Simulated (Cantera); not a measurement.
A Cantera script and what it prints.

```python
import numpy as np
import cantera as ct

gas_names = """
    C CH CH2 CH3 CH2OH CH3O CH4 CH3OH CO CO2 COOH C2 C2H CHCO,ketyl C2H2,acetylene C2H2,vinylidene
    CH2CO,ketene C2H3,vinyl CH3CO,acetyl C2H4 C2H4O,ethylen CH3CHO,ethanal CH3COOH (HCOOH)2 C2H5 C2H6
    CH3OCH3 C2H5OH C2O C3 C3H3,propargyl C3H4,allene C3H4,propyne C3H4,cyclo- C3H5,allyl C3H6,propylene
    C3H6,cyclo- C3H6O C3H7,n-propyl C3H7,i-propyl C3H8 C3H8O,1propanol C3H8O,2propanol C3O2 C4 C4H2
    C4H4,1,3-cyclo- C4H6,butadiene C4H6,2-butyne C4H6,cyclo- C4H8,1-butene C4H8,cis2-buten
    C4H8,tr2-butene C4H8,isobutene C4H8,cyclo- (CH3COOH)2 C4H9,n-butyl C4H9,i-butyl C4H9,s-butyl
    C4H9,t-butyl C4H10,isobutane C4H10,n-butane C5 C5H6,1,3cyclo- C5H8,cyclo- C5H10,1-pentene
    C5H10,cyclo- C5H11,pentyl C5H11,t-pentyl C5H12,n-pentane C5H12,i-pentane CH3C(CH3)2CH3 C6H2
    C6H5,phenyl C6H5O,phenoxy C6H6 C6H5OH,phenol C6H10,cyclo- C6H12,1-hexene C6H12,cyclo- C6H13,n-hexyl
    C7H7,benzyl C7H8 C7H8O,cresol C7H14,1-heptene C7H15,n-heptyl C7H16,n-heptane C8H8,styrene
    C8H10,ethylbenz C8H16,1-octene C8H17,n-octyl C8H18,isooctane C8H18,n-octane C9H19,n-nonyl
    C10H8,naphthale C10H21,n-decyl C12H9,o-bipheny C12H10,bipheny Fe FeC5O5 FeO Fe(OH)2 H HCO HO2 H2
    HCHO,formaldehy HCOOH H2O H2O2 O OH O2 O3
""".split()
cond_names = """
    C(gr) C6H6(L) C7H8(L) C8H18(L),n-octa Fe(a) Fe(c) Fe(d) Fe(L) FeC5O5(L) FeO(s) FeO(L) Fe(OH)2(s)
    Fe(OH)3(s) Fe2O3(s) Fe3O4(s) H2O(s) H2O(L)
""".split()


def load(file, names, dense=False):
    # The tables refer to 1 bar. Condensed volumes are neglected.
    table = {s.name: s for s in ct.Species.list_from_file(file)}
    out = []
    for n in names:
        d = dict(table[n].input_data)
        d["thermo"] = dict(d["thermo"], **{"reference-pressure": 1e5})
        if dense:
            d["equation-of-state"] = {"model": "constant-volume", "density": "1e6 g/cm^3"}
        out.append(ct.Species.from_dict(d))
    return out


gas = ct.Solution(thermo="ideal-gas", species=load("nasa_gas.yaml", gas_names))
cond = {s.name: ct.Solution(thermo="fixed-stoichiometry", species=[s], name=s.name)
        for s in load("nasa_condensed.yaml", cond_names, dense=True)}
atoms = {
    'Fe': {'Fe': 1},
    'CO': {'C': 1, 'O': 1},
    'H2': {'H': 2},
}
top_T = {'C(gr)': 4500, 'Fe2O3(s)': 1830, 'Fe3O4(s)': 1870}  # K; cautious upper limits of use, not melting points


def equilibrate(T, P, feed):
    n = {}
    for name, mol in feed.items():
        for a, k in atoms[name].items():
            n[a] = n.get(a, 0.0) + k * mol
    gas.TPX = T, P, n
    mass = sum(n.values()) * gas.mean_molecular_weight
    gas.equilibrate("TP")
    valid = [c for c in cond.values() if c.min_temp <= T <= top_T.get(c.name, c.max_temp)]
    mix = ct.Mixture([(gas, mass / gas.mean_molecular_weight)] + [(c, 0.0) for c in valid])
    mix.T, mix.P = T, P
    mix.equilibrate("TP", solver="vcs", rtol=1e-11, max_steps=5000)
    return mix


results = []
feed = {'Fe': 1, 'CO': 0.34, 'H2': 3.2}  # mol
T = 1525  # K
for P in [10, 48, 230, 1100, 5500, 26000, 130000, 620000, 3000000]:
    mix = equilibrate(T, P, feed)
    results.append((T, P, feed, dict(zip(mix.species_names, mix.species_moles))))

top = {s: max(r[3][s] / sum(r[3][g] for g in gas_names) for r in results) for s in gas_names}
cols = sorted((s for s in top if top[s] > 0.001), key=lambda s: -top[s])[:8]
seen = [c for c in cond_names if any(r[3].get(c, 0) > 1e-12 for r in results)]
print("log10 of partial pressures in bar; condensed amounts in mol")
print(f"{'P/Pa':>10s}" + "".join(f"{s[:9]:>10s}" for s in cols + seen))
for T, P, feed, n in results:
    ng = sum(n[g] for g in gas_names)
    print(f"{P:10.4g}" + "".join(f"{np.log10(max(n[s] / ng * P / 1e5, 1e-99)):10.3f}" for s in cols)
          + "".join(f"{n.get(c, 0):10.4g}" for c in seen))
```

Result:

```
log10 of partial pressures in bar; condensed amounts in mol
      P/Pa        H2        CO       CH4       H2O        Fe         H     Fe(c)
        10    -4.046    -5.019   -11.825   -10.816    -6.597    -6.649     0.991
        48    -3.363    -4.337   -10.258    -9.653    -6.597    -6.308    0.9981
       230    -2.682    -3.656    -8.732    -8.455    -6.597    -5.967    0.9996
      1100    -2.003    -2.976    -7.275    -7.193    -6.597    -5.627    0.9999
      5500    -1.304    -2.277    -5.840    -5.832    -6.597    -5.278         1
   2.6e+04    -0.629    -1.603    -4.481    -4.492    -6.597    -4.941         1
   1.3e+05     0.070    -0.906    -3.083    -3.098    -6.597    -4.591         1
   6.2e+05     0.747    -0.237    -1.732    -1.748    -6.597    -4.253         1
     3e+06     1.426     0.405    -0.394    -0.408    -6.597    -3.913         1
```

These are equilibrium values from Cantera (NASA tables, ideal gas, pure condensed phases), not measurements of a reactor.
